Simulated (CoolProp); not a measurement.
Water along the isotherm 688.7 K: density (kg/m³) from the reference equation and from simpler models built on Tc = 647.1 K, pc = 220.6 bar, ω = 0.344; each cubic takes its own stable root.

Values from CoolProp's reference Helmholtz-energy equation of state, Wagner 2002.

```
p (bar)          phase  reference
-------  -------------  ---------
1.74               gas     0.5486
3.31               gas      1.045
6.27               gas      1.987
11.9               gas      3.798
22.5               gas      7.278
42.7               gas      14.19
81                 gas      28.50
153                gas      61.79
291      supercritical      200.6
552      supercritical      556.0
```

Question: How far does each simpler model (ideal gas, van der Waals, Redlich-Kwong, Soave-Redlich-Kwong, Peng-Robinson) lie from the reference over these 10 states: mean and median of the absolute difference, and the worst?

Answer: 
- ideal gas: mean 16.7 %, median 4.0 %, worst -68.8 % at 688.7 K and 552 bar
- van der Waals: mean 5.3 %, median 0.1 %, worst -39.5 % at 688.7 K and 552 bar
- Redlich-Kwong: mean 3.4 %, median 0.3 %, worst -29.0 % at 688.7 K and 552 bar
- Soave-Redlich-Kwong: mean 4.4 %, median 0.1 %, worst -32.1 % at 688.7 K and 552 bar
- Peng-Robinson: mean 3.6 %, median 0.7 %, worst -25.6 % at 688.7 K and 552 bar
